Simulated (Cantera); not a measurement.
Cantera run:

```python
import numpy as np
import cantera as ct

gas_names = [...]  # 113 gases of nasa_gas.yaml made of C, H, O, Pb
cond_names = """
    C(gr) C6H6(L) C7H8(L) C8H18(L),n-octa H2O(s) H2O(L) Pb(cr) Pb(L) PbO(rd) PbO(yw) PbO(L) PbO2(s)
    Pb3O4(s)
""".split()


# ... load() reads the species with a 1 bar reference pressure and builds the phases ...
atoms = {
    'PbO': {'Pb': 1, 'O': 1},
    'CO': {'C': 1, 'O': 1},
    'H2': {'H': 2},
}
top_T = {'C(gr)': 4500, 'Pb3O4(s)': 820}  # K; cautious upper limits of use, not melting points


# ... equilibrate(T, P, feed) seeds the gas with the atoms and calls Mixture.equilibrate('TP', solver="vcs", rtol=1e-11, max_steps=5000) ...
results = []
feed = {'PbO': 1, 'CO': 9.2, 'H2': 51}  # mol
T = 1500  # K
P = 10000  # Pa
mix = equilibrate(T, P, feed)
results.append((T, P, feed, dict(zip(mix.species_names, mix.species_moles))))
x = sorted(zip(gas.X, gas.species_names), reverse=True)
print(f"T = {T:g} K  P = {P:g} Pa  gas = {mix.phase_moles(0):.4g} mol")
print("   x: " + "  ".join(f"{s} {v:.3e}" for v, s in x if v > 0.0001))
print("   condensed (mol): " + ("  ".join(f"{mix.phase(i).name} {mix.phase_moles(i):.4g}"
      for i in range(1, mix.n_phases) if mix.phase_moles(i) > 1e-12) or "none"))
```

Result:

```
T = 1500 K  P = 10000 Pa  gas = 61.2 mol
   x: H2 8.180e-01  CO 1.492e-01  Pb 1.634e-02  H2O 1.526e-02  CO2 1.076e-03
   condensed (mol): none
```

These are equilibrium values from Cantera (NASA tables, ideal gas, pure condensed phases), not measurements of a reactor.
